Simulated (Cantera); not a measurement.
Input: 1 mol Al, a varied amount of Br2, equilibrated at 1423 K and 75.0 Torr.

Cantera equilibrium calculation (NASA polynomials, part measured and part estimated; ideal gas, pure solids and liquids). Candidate condensed phases: Al, AlBr3, Br2; 7 gas species. Kinetics and transport are ignored.

x: gas mole fraction; n: condensed amount in mol.

| n(Br2) (mol) | x AlBr3 | x AlBr | x Br | x Br2 | x Al2Br6 | n Al(l) |
|---|---|---|---|---|---|---|
| 0.49 | 0.281 | 0.719 | 1.31e-5 | 4.57e-10 | 8.42e-6 | 0.373 |
| 0.77 | 0.281 | 0.719 | 1.31e-5 | 4.57e-10 | 8.42e-6 | 0.0142 |
| 1 | 0.500 | 0.500 | 2.10e-5 | 1.17e-9 | … | 0 |
| 1.3 | 0.800 | 0.200 | 4.20e-5 | 4.68e-9 | … | 0 |
| 1.6 | 0.859 | 3.19e-8 | 0.109 | 0.0315 | … | 0 |
| 1.9 | 0.633 | 5.33e-9 | 0.229 | 0.139 | … | 0 |
| 2.2 | 0.505 | 2.78e-9 | 0.283 | 0.212 | … | 0 |
| 2.4 | 0.446 | 2.10e-9 | 0.306 | 0.248 | … | 0 |
| 2.7 | 0.379 | 1.53e-9 | 0.331 | 0.290 | … | 0 |

**Question.** Fill in the missing entries.

**Answer.** 
- 1, x Al2Br6: 2.66e-5
- 1.3, x Al2Br6: 6.82e-5
- 1.6, x Al2Br6: 7.87e-5
- 1.9, x Al2Br6: 4.26e-5
- 2.2, x Al2Br6: 2.72e-5
- 2.4, x Al2Br6: 2.12e-5
- 2.7, x Al2Br6: 1.53e-5
